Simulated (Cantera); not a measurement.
A closed system holds: 1 mol BN, 2.2 mol O2, at 750 Torr.

Cantera equilibrium calculation (NASA polynomials, part measured and part estimated; ideal gas, pure solids and liquids). Candidate condensed phases: B, BN, B2O3; 17 gas species. Rates play no part. All values below are at 1452 °C.

Base state: O2 0.741, N2 0.254, NO 0.00340, B2O3 0.00115, BO2 0.000306, O 5.00e-5, NO2 1.90e-5 (mole fractions); condensed: B2O3(l).

Q: What changes in the equilibrium state with this change: O2 from 2.2 to 0.16 mol?

A: 
```csv
species,before,after
N2,0.254,0.999
B2O3,0.00115,0.00115
B2O2,<1e-9,3.80e-5
O2,0.741,<1e-9
NO,0.00340,1.44e-9
O,5.00e-5,<1e-9
NO2,1.90e-5,<1e-9
BO,4.90e-9,1.06e-5
"B2O3(l), mol",0.497,0.107
"BN(s), mol",0,0.787
```
Mutual solubility and eutectic melting of coexisting phases are not modelled.
